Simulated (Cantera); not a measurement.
**N2O furnace oxynitridation**

An isothermal, constant-pressure homogeneous reactor starts with N₂O : O₂ : H₂O = 1 : 1.3 : 0.037 (molar parts), at 1125 K and 1.78 atm.

Model: GRI-Mech 3.0 (53 species, 325 reactions), integrated in Cantera. GRI-Mech 3.0 was tuned for natural gas; its chemistry of N2O as a main component is partial and can be far from experiment. The mechanism lacks the step 2 NO + O2 → 2 NO2, which can matter for NO2 below about 1400 K. The temperature is held fixed by assumption; the heat of reaction is taken as removed at once.

```json
[
 {"t (s)": "0.000700", "x N₂O": "0.428", "x O₂": "0.556", "x NO": "5.10e-6", "x NO₂": "2.92e-8", "x N₂": "6.65e-5", "x O": "4.88e-7"},
 {"t (s)": "0.00163", "x N₂O": "0.428", "x O₂": "0.556", "x NO": "1.16e-5", "x NO₂": "4.26e-7", "x N₂": "0.000156", "x O": "4.87e-7"},
 {"t (s)": "0.00378", "x N₂O": "0.427", "x O₂": "0.556", "x NO": "2.49e-5", "x NO₂": "2.97e-6", "x N₂": "0.000365", "x O": "4.86e-7"},
 {"t (s)": "0.00877", "x N₂O": "0.427", "x O₂": "0.556", "x NO": "5.28e-5", "x NO₂": "1.18e-5", "x N₂": "0.000851", "x O": "4.83e-7"},
 {"t (s)": "0.0204", "x N₂O": "0.425", "x O₂": "0.557", "x NO": "0.000114", "x NO₂": "3.47e-5", "x N₂": "0.00198", "x O": "4.75e-7"},
 {"t (s)": "0.0473", "x N₂O": "0.422", "x O₂": "0.557", "x NO": "0.000260", "x NO₂": "7.77e-5", "x N₂": "0.00457", "x O": "4.59e-7"},
 {"t (s)": "0.110", "x N₂O": "0.415", "x O₂": "0.558", "x NO": "0.000619", "x NO₂": "0.000132", "x N₂": "0.0104", "x O": "4.38e-7"},
 {"t (s)": "0.255", "x N₂O": "0.399", "x O₂": "0.561", "x NO": "0.00145", "x NO₂": "0.000186", "x N₂": "0.0234", "x O": "4.13e-7"},
 {"t (s)": "0.592", "x N₂O": "0.365", "x O₂": "0.566", "x NO": "0.00316", "x NO₂": "0.000241", "x N₂": "0.0506", "x O": "3.77e-7"},
 {"t (s)": "1.38", "x N₂O": "0.301", "x O₂": "0.576", "x NO": "0.00616", "x NO₂": "0.000308", "x N₂": "0.102", "x O": "3.20e-7"},
 {"t (s)": "3.19", "x N₂O": "0.203", "x O₂": "0.592", "x NO": "0.0101", "x NO₂": "0.000379", "x N₂": "0.180", "x O": "2.35e-7"},
 {"t (s)": "7.42", "x N₂O": "0.0953", "x O₂": "0.610", "x NO": "0.0133", "x NO₂": "0.000420", "x N₂": "0.267", "x O": "1.31e-7"},
 {"t (s)": "17.2", "x N₂O": "0.0234", "x O₂": "0.623", "x NO": "0.0143", "x NO₂": "0.000432", "x N₂": "0.326", "x O": "4.08e-8"},
 {"t (s)": "40.0", "x N₂O": "0.00145", "x O₂": "0.627", "x NO": "0.0141", "x NO₂": "0.000623", "x N₂": "0.344", "x O": "5.05e-9"}
]
```
x: mole fraction; the columns are a selection and need not sum to one.

Equilibrium at this temperature and pressure: N₂O 8.21e-9, O₂ 0.634, NO 0.000124, NO₂ 7.16e-6, N₂ 0.352, O 2.76e-9 (gas phase only).
